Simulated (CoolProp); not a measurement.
Vapour-liquid equilibrium of hydrogen chloride (1) + propane (2) at 224 K; x and y are mole fractions of (1).

The numbers come from the multi-fluid Helmholtz-energy mixture model, Thol 2018 and Lemmon 2009; pair parameters Bell 2016 in CoolProp.

```csv
x,bubble pressure (MPa),y at the bubble point,dew pressure at overall composition x (MPa),liquid density (mol/L)
0.05,0.1383,0.482,0.07726,13.74
0.2,0.2888,0.774,0.09132,15.03
0.35,0.3793,0.843,0.1115,16.56
0.5,0.4310,0.875,0.1430,18.44
0.65,0.4652,0.897,0.1984,20.82
0.8,0.4970,0.924,0.3183,23.94
0.95,0.5325,0.973,0.5185,28.16
```

No azeotrope shows between x = 0.05 and 0.95.

The pair parameters rest on a limited set of measurements; away from them the model extrapolates. With so large a gap from Raoult's law the liquid may split in two, which this calculation doesn't test in full.
